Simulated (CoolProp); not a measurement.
The fluid at 513.87 K and 15.6 MPa is throttled through a valve to 7.93 MPa with no heat exchange. The same conditions are run with several fluids, on thermodynamics alone (safety and materials aside).

Computed with CoolProp (reference Helmholtz-energy equation of state of each fluid (oxygen: Schmidt 1985; carbon dioxide: Span 1996; hydrogen sulfide: Lemmon 2006; cis-2-butene: Lemmon 2005; neopentane: Lemmon 2006)).

```csv
fluid,temperature change (K),final phase,final density (kg/m³)
oxygen,-3.8,supercritical,58.8
carbon dioxide,-19.5,supercritical,89.9
hydrogen sulfide,-39.0,gas,79.5
cis-2-butene,___,supercritical,___
neopentane,-10.4,supercritical,___
```

Some entries are withheld; supply them.


- cis-2-butene, temperature change (K): -21.7
- cis-2-butene, final density (kg/m³): 229
- neopentane, final density (kg/m³): 273

Above 300 K oxygen's equation is extrapolated.
